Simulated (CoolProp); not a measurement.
cis-2-butene at several states: fugacity coefficient from the reference equation and from simpler models built on Tc = 435.8 K, pc = 42.36 bar, ω = 0.202; each cubic takes its own stable root.

The numbers come from the reference Helmholtz-energy equation of state, Lemmon 2005 in CoolProp. It is a short technical equation, of lower accuracy than the large ones.

```json
[
 {"T (K)": "190.2", "p (bar)": "0.251", "phase": "liquid", "reference": "0.02332"},
 {"T (K)": "388.1", "p (bar)": "0.215", "phase": "gas", "reference": "0.9974"},
 {"T (K)": "347.1", "p (bar)": "28.4", "phase": "liquid", "reference": "0.2634"}
]
```

Task: How far does each simpler model (Redlich-Kwong, Soave-Redlich-Kwong, Peng-Robinson) lie from the reference over these 3 states: mean and median of the absolute difference, and the worst?

Result: 
- Redlich-Kwong: mean 41.2 %, median 23.2 %, worst +100.6 % at 190.2 K and 0.251 bar
- Soave-Redlich-Kwong: mean 1.5 %, median 1.5 %, worst +3.0 % at 347.1 K and 28.4 bar
- Peng-Robinson: mean 5.2 %, median 0.2 %, worst +15.5 % at 190.2 K and 0.251 bar
